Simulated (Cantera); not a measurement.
A closed system holds: 1 mol Si, 0.003 mol O2, 730 mol H2, at 1.00 bar.

These are equilibrium values from Cantera (NASA tables, ideal gas, pure condensed phases), not measurements of a reactor. Candidate condensed phases: H2O, Si, SiO2; 18 gas species. Mutual solubility and eutectic melting of coexisting phases are not modelled. The tables hold silica as quartz up to 1696 K and as liquid above; real silica turns to tridymite and cristobalite and melts near 1996 K. Gases not in the tables: Si2H6 and higher silanes. The numbers say what is thermodynamically allowed, not how fast it happens.

Which condensed phases are stable at each of these points (T (°C)): 802, 877, 952, 1027, 1102, 1177, 1252, 1327, 1402, 1477, 1552, 1627?


```json
[
 {"T (°C)": "802", "condensed phases": "Si(s) + SiO2(β-quartz)", "Si condensed (%)": "100.0"},
 {"T (°C)": "877", "condensed phases": "Si(s) + SiO2(β-quartz)", "Si condensed (%)": "99.9"},
 {"T (°C)": "952", "condensed phases": "Si(s) + SiO2(β-quartz)", "Si condensed (%)": "99.9"},
 {"T (°C)": "1027", "condensed phases": "Si(s) + SiO2(β-quartz)", "Si condensed (%)": "99.4"},
 {"T (°C)": "1102", "condensed phases": "Si(s)", "Si condensed (%)": "99.3"},
 {"T (°C)": "1177", "condensed phases": "Si(s)", "Si condensed (%)": "99.3"},
 {"T (°C)": "1252", "condensed phases": "Si(s)", "Si condensed (%)": "99.2"},
 {"T (°C)": "1327", "condensed phases": "Si(s)", "Si condensed (%)": "98.9"},
 {"T (°C)": "1402", "condensed phases": "Si(s)", "Si condensed (%)": "98.4"},
 {"T (°C)": "1477", "condensed phases": "Si(l)", "Si condensed (%)": "97.5"},
 {"T (°C)": "1552", "condensed phases": "Si(l)", "Si condensed (%)": "96.0"},
 {"T (°C)": "1627", "condensed phases": "Si(l)", "Si condensed (%)": "93.3"}
]
```

From 802 °C to 1027 °C the condensed part is Si(s) + SiO2(β-quartz). From 1102 °C to 1402 °C the condensed part is Si(s). From 1477 °C to 1627 °C the condensed part is Si(l).
